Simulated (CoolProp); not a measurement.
A Linde-Hampson liquefier for carbon monoxide: isothermal reversible compression at 280 K from 1 atm to 15 MPa, throttling to 1 atm, return gas leaving the recuperator 5 K below the feed. Each further row changes one setting.

Model: reference Helmholtz-energy equation of state, Lemmon 2006, in CoolProp. It is a short technical equation, of lower accuracy than the large ones.

```tsv
case	liquid yield per pass	compression work (kJ/kg of gas)
as stated	0.075	412
high pressure 30 MPa	0.113	472
warm-end temperature 310 K	0.053	459
warm-end gap 10 K	0.063	412
```
